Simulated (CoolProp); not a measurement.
A simple Rankine cycle with n-butane: condensing at 322.15 K, boiler at 2.8 MPa, turbine inlet 446.8 K, turbine efficiency 0.7, pump efficiency 0.8, no recuperator. Each further row changes one setting.

The numbers come from the reference Helmholtz-energy equation of state, Bücker 2006 in CoolProp.

| case | thermal efficiency (%) | net work (kJ/kg) | heat in (kJ/kg) | turbine exit temperature (K) | volume ratio over the turbine |
|---|---|---|---|---|---|
| as stated | [?] | [?] | 549 | [?] | 6.54 |
| turbine inlet 466.8 K | 10.3 | [?] | 605 | 420.1 | 6.29 |
| condensing temperature 314.15 K | 11.4 | 65.1 | 569 | 392.9 | [?] |
| boiler pressure 1.96 MPa | 8.7 | [?] | 572 | 411.2 | 4.26 |
| turbine efficiency 0.6 | 8.8 | 48.4 | 549 | 401.6 | [?] |

### Question
What belongs in the gaps?

### Answer

- as stated, thermal efficiency (%): 10.5
- as stated, net work (kJ/kg): 57.4
- as stated, turbine exit temperature (K): 397.5
- turbine inlet 466.8 K, net work (kJ/kg): 62.6
- condensing temperature 314.15 K, volume ratio over the turbine: 8.10
- boiler pressure 1.96 MPa, net work (kJ/kg): 50.0
- turbine efficiency 0.6, volume ratio over the turbine: 6.62
